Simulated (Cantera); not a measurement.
Standard-state values (1 bar) from the NASA 1993 polynomials, evaluated with Cantera. Values are per mole of reaction as written; species without (g) are pure solids or liquids, kept so even where they would boil at 1 bar.

NaCl(g) ⇌ Cl(g) + Na

| T (K) | ΔH° (kJ) | ΔS° (J/K) | ΔG° (kJ) | log10 K |
|---|---|---|---|---|
| 1050 | 316.5 | 12.9 | 302.9 | -15.07 |
| 1100 | 317.1 | 13.5 | 302.3 | -14.35 |
| 1150 | [?] | [?] | [?] | [?] |
| 1200 | [?] | [?] | [?] | [?] |
| 1250 | 319.1 | 15.2 | 300.1 | -12.54 |
| 1300 | 319.8 | 15.7 | 299.3 | -12.03 |
| 1350 | [?] | [?] | [?] | [?] |
| 1400 | 321.2 | 16.8 | 297.7 | -11.11 |

**Question.** Complete the blanks.

**Answer.** 
- 1150, ΔH° (kJ): 317.8
- 1150, ΔS° (J/K): 14.1
- 1150, ΔG° (kJ): 301.6
- 1150, log10 K: -13.70
- 1200, ΔH° (kJ): 318.4
- 1200, ΔS° (J/K): 14.7
- 1200, ΔG° (kJ): 300.9
- 1200, log10 K: -13.10
- 1350, ΔH° (kJ): 320.5
- 1350, ΔS° (J/K): 16.3
- 1350, ΔG° (kJ): 298.5
- 1350, log10 K: -11.55
